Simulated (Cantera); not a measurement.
A freely propagating, adiabatic, planar premixed flame of CO : H₂ : CH₄ : O₂ : N₂ : H₂O = 1 : 1.2 : 0.2 : 1.25 : 4.75 : 2 (molar parts), equivalence ratio 1.2, unburnt at 525 K and 100.0 Torr; mixture-averaged transport, grid criteria slope 0.08 and curve 0.16, no radiation.

Cantera simulation using GRI-Mech 3.0 (53 species, 325 reactions); the numbers are that mechanism's predictions, not measurements. Burning velocities carry a grid error of a few per cent, more on coarse grids.

Q: Predict: laminar burning velocity; thermal thickness; peak x(CH₃); peak x(HCO).

A: 
```json
{
 "laminar_burning_velocity": "235 cm/s",
 "thermal_thickness": "3.53 mm",
 "peak x(CH₃)": "0.000302",
 "peak x(HCO)": "1.65e-5"
}
```
